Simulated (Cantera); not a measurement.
Mixture: CH4 : C2H6 : C3H8 : O2 : N2 = 1 : 0.23 : 0.37 : 6.05 : 30.2 (molar parts), equivalence ratio 0.77, at 21.0 bar, adiabatic and at constant pressure. Ignition delay is the time to a rise of 400 K.

Cantera simulation using GRI-Mech 3.0 (53 species, 325 reactions); the numbers are that mechanism's predictions, not measurements. GRI-Mech 3.0 was tuned for natural gas; its chemistry of propane as a main component is partial and can be far from experiment. The pressure lies above the range GRI-Mech 3.0 was tuned for (to about 10 atm).

Q: What does this change do: pressure from 21.0 bar to 5.00 bar?

A: 
| quantity | before | after |
|---|---|---|
| delay at 1273 K | 0.191 ms | 0.488 ms |
| delay at 1373 K | 60.9 µs | 0.146 ms |
| delay at 1473 K | 22.3 µs | 52.1 µs |
| delay at 1573 K | 9.45 µs | 22.3 µs |
| apparent activation energy between 1523 and 1623 K | 160 kJ/mol | 160 kJ/mol |
